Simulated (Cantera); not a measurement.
## Thermodynamics of calcination and drying, feed MgCO3 + H2O + H2

Charge: 1 mol MgCO3, 2.5 mol H2O, 0.025 mol H2, equilibrated at 0.000100 bar.

Cantera equilibrium calculation (NASA polynomials, part measured and part estimated; ideal gas, pure solids and liquids). Candidate condensed phases: C, C6H6, C7H8, C8H18, H2O, Mg, MgCO3, MgO, Mg(OH)2; 116 gas species. Equilibrium is a limit: real reactors are often held back by kinetics, nucleation or transport.

From 1450 K to 2050 K the condensed part is MgO(s). The main Mg-bearing gas is Mg(OH)2 at 1450 K and Mg at 2050 K.

| T (K) | x H2O | x CO2 | x CO | x O2 | x H2 | x H | x OH | x Mg | x O | n MgO(s) |
|---|---|---|---|---|---|---|---|---|---|---|
| 1450 | 0.712 | 0.280 | 0.00375 | 0.000283 | 0.00401 | 5.99e-5 | 0.000255 | 1.48e-8 | 3.38e-6 | 1.00 |
| 1525 | 0.710 | 0.278 | 0.00524 | 0.00141 | 0.00497 | 0.000167 | 0.000739 | 1.33e-7 | 2.13e-5 | 1.000 |
| 1600 | 0.704 | 0.274 | 0.00857 | 0.00406 | 0.00733 | 0.000466 | 0.00175 | 1.18e-6 | 9.24e-5 | 1.000 |
| 1675 | 0.694 | 0.266 | 0.0145 | 0.00874 | 0.0115 | 0.00124 | 0.00364 | 9.44e-6 | 0.000319 | 1.000 |
| 1750 | 0.678 | 0.253 | 0.0241 | 0.0161 | 0.0178 | 0.00310 | 0.00692 | 6.60e-5 | 0.000949 | 1.000 |
| 1825 | 0.651 | 0.234 | 0.0380 | 0.0268 | 0.0270 | 0.00723 | 0.0122 | 0.000402 | 0.00252 | 0.998 |
| 1900 | 0.611 | 0.208 | 0.0562 | 0.0413 | 0.0391 | 0.0157 | 0.0201 | 0.00216 | 0.00606 | 0.992 |
| 1975 | 0.549 | 0.175 | 0.0762 | 0.0602 | 0.0533 | 0.0316 | 0.0310 | 0.0103 | 0.0135 | 0.958 |
| 2050 | 0.451 | 0.134 | 0.0907 | 0.0857 | 0.0643 | 0.0575 | 0.0441 | 0.0435 | 0.0285 | 0.802 |
x: gas mole fraction; n: condensed amount in mol.
